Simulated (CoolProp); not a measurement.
The numbers come from the reference Helmholtz-energy equation of state, Thol 2016 in CoolProp.

**Question.** Give the vapour pressure (bar), liquid density (kg/m³), vapour density (kg/m³), surface tension (mN/m) of saturated hexamethyldisiloxane (MM) at 410.2 K.

**Answer.** 
```tsv
T (K)	p (bar)	liquid density (kg/m³)	vapour density (kg/m³)	surface tension (mN/m)
410.2	2.62	628	14.2	6.26
```

Surface tension comes from a separate correlation (Mulero 2014), older than this fluid's equation and unchecked against measurements.
